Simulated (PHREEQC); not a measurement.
Solution (20 °C): 0.018 mol HF, 0.00044 mol H2SiF6, 0.066 mol H3PO4 and 5.4e-05 mol HNO3 per kg of water. Closed to the air; pH follows from the charge balance.

All values are PHREEQC results (ion-association model, wateq4f.dat), not measurements.

Each row changes one thing in this solution. Precipitation was switched off in this run.

| case | pH | ionic strength (mol/kgw) | H3PO4 (mol/kgw) | H2PO4- (mol/kgw) | HF (mol/kgw) | H2F2 (mol/kgw) | SI of Quartz (SiO2) |
|---|---|---|---|---|---|---|---|
| as made | 1.72 | 0.0221 | 0.0460 | 0.0200 | 0.0157 | 0.000770 | -3.72 |
| temperature from 20 to 50 °C | 1.78 | 0.0192 | 0.0486 | 0.0174 | 0.0169 | 0.000290 | -1.87 |
| temperature from 20 to 35 °C | 1.75 | 0.0205 | 0.0474 | 0.0186 | 0.0164 | 0.000485 | -2.81 |
| diluted 100-fold with water | 3.16 | 0.000712 | 5.62e-5 | 0.000604 | 9.89e-5 | 3.04e-8 | -1.30 |
| H3PO4 from 0.066 to 0.0594 mol/kgw | 1.74 | 0.0208 | 0.0407 | 0.0187 | 0.0157 | 0.000767 | -3.76 |

Complexes and solids missing from the database can't appear. wateq4f.dat counts part of the HF as a dimer, H2F2, which phreeqc.dat doesn't know; its constant is uncertain. H3PO4, which wateq4f.dat lacks, is added to it with the constant of phreeqc.dat. At this temperature some constants are extrapolated from 25 °C, and those without enthalpy data are left unchanged. SiF6-2 is the database's only silicon fluoride.
